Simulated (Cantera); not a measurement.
A perfectly stirred reactor is fed with 10.2 % C2H4, 17.0 % O2, 63.7 % N2, 9.15 % H2O, equivalence ratio 1.8, at 22000 Pa; it is adiabatic with a 525 K inlet, and is followed from long to short residence time, starting on the burning branch (τ in s: 0.26, 0.093, 0.033, 0.012, 0.0043, 0.0015, 0.00056, 0.0002, 7.2e-05).

Computed with Cantera and GRI-Mech 3.0 (53 species, 325 reactions). GRI-Mech 3.0 was tuned for natural gas; its chemistry of ethylene as a main component is partial and can be far from experiment.

**Question.** Predict: blow-out, bracketed by the residence times tried; x(C2H4) at τ = 0.260 s; x(O2) at τ = 0.260 s; x(H2O) at τ = 0.260 s; x(HO2) at τ = 0.260 s; x(NO) at τ = 0.260 s; x(C2H4) at τ = 4.30 ms; x(O2) at τ = 4.30 ms; x(H2O) at τ = 4.30 ms; x(HO2) at τ = 4.30 ms; x(NO) at τ = 4.30 ms.

**Answer.** 
| Item | Value |
|---|---|
| blow-out, bracketed by the residence times tried | burning at 0.560 ms, out at 0.200 ms |
| x(C2H4) at τ = 0.260 s | 4.19e-6 |
| x(O2) at τ = 0.260 s | 5.72e-5 |
| x(H2O) at τ = 0.260 s | 0.155 |
| x(HO2) at τ = 0.260 s | 6.99e-9 |
| x(NO) at τ = 0.260 s | 0.000167 |
| x(C2H4) at τ = 4.30 ms | 0.000154 |
| x(O2) at τ = 4.30 ms | 0.00141 |
| x(H2O) at τ = 4.30 ms | 0.158 |
| x(HO2) at τ = 4.30 ms | 1.85e-7 |
| x(NO) at τ = 4.30 ms | 0.000127 |
